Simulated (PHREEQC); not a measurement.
A PHREEQC speciation (ion-association model, phreeqc.dat) at 25 °C gives pH 1.16 and these molalities:

| species | mol/kgw |
|---|---|
| Cl- | 0.294 |
| Cu+2 | 0.118 |
| H+ | 0.0915 |
| HSO4- | 0.0285 |
| CuCl+ | 0.0235 |
| CuSO4 | 0.0167 |
| SO4-2 | 0.0148 |
| CuCl2 | 0.00141 |

### Question
What are the element totals, and what could have been dissolved in 1 kg of water to give them?

### Answer
One answer among several that fit: totals Cl 0.320, Cu(2) 0.160, S(6) 0.0600 mol/kgw, from 160 mmol/kgw CuCl2 and 60 mmol/kgw H2SO4.

No solid was allowed to form.
